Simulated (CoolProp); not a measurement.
R113 at several states: density (kg/m³) from the reference equation and from simpler models built on Tc = 214.1 °C, pc = 33.92 bar, ω = 0.253; each cubic takes its own stable root.

The numbers come from the reference Helmholtz-energy equation of state, Marx 1992 in CoolProp.

| T (°C) | p (bar) | phase | reference | Redlich-Kwong | Soave-Redlich-Kwong |
|---|---|---|---|---|---|
| -28.35 | 0.36 | liquid | 1687 | 1525 | 1557 |
| 59.95 | 14.1 | liquid | 1482 | 1330 | 1379 |
| 133.35 | 0.138 | gas | 0.7669 | 0.7668 | 0.7670 |
